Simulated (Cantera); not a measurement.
Charge: 1 mol (CH₃)₂SiCl₂, 0.31 mol C₂H₄, 530 mol H₂, equilibrated at 0.00133 bar.

Method: chemical equilibrium by Gibbs-energy minimisation in Cantera with the NASA 1993 tables (ideal gas, pure condensed phases). Candidate condensed phases: C, C₆H₆, C₇H₈, C₈H₁₈, Si, SiC; 109 gas species. The feed counts by its element totals alone. The numbers say what is thermodynamically allowed, not how fast it happens.

Question: Which condensed phases are stable at each of these points (T (K)): 2000, 2075, 2150, 2225, 2300, 2375, 2450?

Answer: 
```json
[
 {"T (K)": "2000", "condensed phases": "C(graphite)", "Si condensed (%)": "0.0"},
 {"T (K)": "2075", "condensed phases": "C(graphite)", "Si condensed (%)": "0.0"},
 {"T (K)": "2150", "condensed phases": "C(graphite)", "Si condensed (%)": "0.0"},
 {"T (K)": "2225", "condensed phases": "gas only", "Si condensed (%)": "0.0"},
 {"T (K)": "2300", "condensed phases": "gas only", "Si condensed (%)": "0.0"},
 {"T (K)": "2375", "condensed phases": "gas only", "Si condensed (%)": "0.0"},
 {"T (K)": "2450", "condensed phases": "gas only", "Si condensed (%)": "0.0"}
]
```

From 2000 K to 2150 K the condensed part is C(graphite). From 2225 K to 2450 K nothing is condensed.
